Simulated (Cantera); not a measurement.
**Carbothermic reduction: Fe₃O₄ + C + CO**

Feed: 1 mol Fe₃O₄, 0.42 mol C, 1.2 mol CO, held at 87000 Pa.

Method: chemical equilibrium by Gibbs-energy minimisation in Cantera with the NASA 1993 tables (ideal gas, pure condensed phases). Candidate condensed phases: C, Fe, Fe(CO)₅, FeO, Fe₂O₃, Fe₃O₄; 15 gas species. The tables' stoichiometric FeO is somewhat more stable than real wüstite, so its field is too wide. FeO: taken at fixed stoichiometry. Equilibrium is a limit: real reactors are often held back by kinetics, nucleation or transport.

```csv
T (°C),log p CO,log p CO₂,log p Fe,log p FeO,n C(graphite),n FeO(s),n FeO(l)
675,-0.32,-0.40,<-12,<-12,0.107,3.00,0
875,-0.25,-0.51,-11.52,<-12,0,3.00,0
1075,-0.25,-0.51,-8.88,-11.56,0,3.00,0
1275,-0.25,-0.51,-6.95,-9.07,0,3.00,0
1475,-0.25,-0.51,-5.51,-7.21,0,0,3.00
1675,-0.25,-0.51,-4.42,-5.79,0,0,3.00
1875,-0.25,-0.51,-3.54,-4.65,0,0,3.00
```
log p: log10 of the partial pressure in bar; n: condensed amount in mol.

At 675 °C the condensed part is C(graphite) + FeO(s). From 875 °C to 1275 °C the condensed part is FeO(s). From 1475 °C to 1875 °C the condensed part is FeO(l).
